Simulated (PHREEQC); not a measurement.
Make-up at 55 °C: 0.0051 mol H2SO4, 4e-05 mol CuSO4 and 0.00052 mol Na2SO4 per kg of water. Closed to the air; pH follows from the charge balance.

All values are PHREEQC results (ion-association model, wateq4f.dat), not measurements.

This is a speciation only: nothing precipitates in the calculation.

Question: Estimate the pH.

Answer: pH 2.17.

Question: In which forms is S present?

Answer: SO4-2 51 %, HSO4- 49 % of the S.

At this temperature some constants are extrapolated from 25 °C, and those without enthalpy data are left unchanged.
